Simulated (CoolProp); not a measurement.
Vapour-liquid equilibrium of benzene (1) + n-heptane (2) at 421.1 K; x and y are mole fractions of (1).

Values from CoolProp's multi-fluid Helmholtz-energy mixture model, Thol 2012 and Span 2003; pair parameters Bell 2016.

| x | bubble pressure (MPa) | y at the bubble point | dew pressure at overall composition x (MPa) | liquid density (mol/L) |
|---|---|---|---|---|
| 0.05 | 0.3723 | 0.083 | (withheld) | 5.738 |
| 0.15 | 0.4023 | 0.232 | 0.3853 | 5.983 |
| 0.25 | 0.4310 | 0.358 | 0.4063 | 6.249 |
| 0.35 | 0.4574 | 0.466 | 0.4291 | 6.539 |
| 0.45 | 0.4811 | 0.560 | 0.4533 | 6.858 |
| 0.55 | (withheld) | (withheld) | (withheld) | 7.210 |
| 0.65 | 0.5198 | 0.722 | (withheld) | 7.600 |
| 0.75 | 0.5348 | (withheld) | 0.5257 | 8.035 |
| 0.85 | 0.5468 | 0.873 | (withheld) | 8.523 |
| 0.95 | 0.5556 | 0.955 | 0.5551 | 9.072 |

Question: Fill in the missing entries.

Answer: 
- 0.05, dew pressure at overall composition x (MPa): 0.3661
- 0.55, bubble pressure (MPa): 0.5019
- 0.55, y at the bubble point: 0.644
- 0.55, dew pressure at overall composition x (MPa): 0.4785
- 0.65, dew pressure at overall composition x (MPa): 0.5032
- 0.75, y at the bubble point: 0.797
- 0.85, dew pressure at overall composition x (MPa): 0.5435

No azeotrope shows between x = 0.05 and 0.95.

Pair parameters are fitted to limited data, so mixtures are less certain than the pure fluids.
